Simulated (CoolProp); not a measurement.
Properties of R245fa along the isobar 182 bar (Tc = 427.0 K, pc = 36.51 bar, ω = 0.378).

Values from CoolProp's reference Helmholtz-energy equation of state, Akasaka 2015.

```tsv
T (K)	phase	density (kg/m³)	isothermal compressibility (1/MPa)	expansivity (1/kK)
360.7	liquid	1239	0.003184	2.003
367.9	liquid	1221	0.003466	2.062
375.1	liquid	1203	0.003778	2.125
382.3	liquid	1184	0.004125	2.191
389.5	liquid	1166	0.004512	2.260
396.7	liquid	1146	0.004942	2.333
404	liquid	1127	0.005429	2.411
411.2	liquid	1107	0.005963	2.492
418.4	liquid	1087	0.006558	2.575
425.6	liquid	1067	___	2.662
432.8	supercritical	___	___	___
440	supercritical	___	0.008758	___
```

Some entries are withheld; supply them.


- 425.6, isothermal compressibility (1/MPa): 0.007218
- 432.8, density (kg/m³): 1046
- 432.8, isothermal compressibility (1/MPa): 0.007949
- 432.8, expansivity (1/kK): 2.751
- 440, density (kg/m³): 1025
- 440, expansivity (1/kK): 2.843
